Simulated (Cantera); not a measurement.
## Transport properties of process gases

Gas mixture: 12.1 % N2O, 87.9 % O2, at 0.612 atm, frozen composition.

Cantera's kinetic-theory transport with the Lennard-Jones parameters of GRI-Mech 3.0, ideal gas; thermal conductivity in the multicomponent form. The composition is frozen, though it would react at the higher temperatures.

```csv
T (K),ρ (kg/m³),cp (J/kg/K),μ (µPa s),λ (mW/m/K),Pr,D (cm²/s) CH3,D (cm²/s) NH3,D (cm²/s) OH
400,0.624,946.0,24.6,32.6,0.715,0.597,0.603,0.840
600,0.416,1018,33.0,47.0,0.716,1.21,1.28,1.68
800,0.312,1077,40.2,60.5,0.716,1.97,2.13,2.73
1000,0.249,1116,46.7,72.8,0.716,2.88,3.15,3.96
1200,0.208,1143,52.7,84.1,0.716,3.90,4.31,5.36
1400,0.178,1165,58.3,94.9,0.715,5.05,5.61,6.93
```
D: mixture-averaged diffusion coefficient of that species in the mixture.
